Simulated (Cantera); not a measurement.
A Cantera script and what it prints.

```python
import numpy as np
import cantera as ct

gas_names = """
    H H2 Pb Pb2
""".split()
cond_names = """
    Pb(cr) Pb(L)
""".split()


# ... load() reads the species with a 1 bar reference pressure and builds the phases ...
atoms = {
    'Pb': {'Pb': 1},
    'H2': {'H': 2},
}
top_T = {}  # K; cautious upper limits of use, not melting points


# ... equilibrate(T, P, feed) seeds the gas with the atoms and calls Mixture.equilibrate('TP', solver="vcs", rtol=1e-11, max_steps=5000) ...
results = []
feed = {'Pb': 1, 'H2': 0.18}  # mol
T = 725  # K
P = 101325  # Pa
mix = equilibrate(T, P, feed)
results.append((T, P, feed, dict(zip(mix.species_names, mix.species_moles))))
x = sorted(zip(gas.X, gas.species_names), reverse=True)
print(f"T = {T:g} K  P = {P:g} Pa  gas = {mix.phase_moles(0):.4g} mol")
print("   x: " + "  ".join(f"{s} {v:.3e}" for v, s in x if v > 1e-06))
print("   condensed (mol): " + ("  ".join(f"{mix.phase(i).name} {mix.phase_moles(i):.4g}"
      for i in range(1, mix.n_phases) if mix.phase_moles(i) > 1e-12) or "none"))
```

Output:

```
T = 725 K  P = 101325 Pa  gas = 0.18 mol
   x: H2 1.000e+00
   condensed (mol): Pb(L) 1
```

Method: chemical equilibrium by Gibbs-energy minimisation in Cantera with the NASA 1993 tables (ideal gas, pure condensed phases).
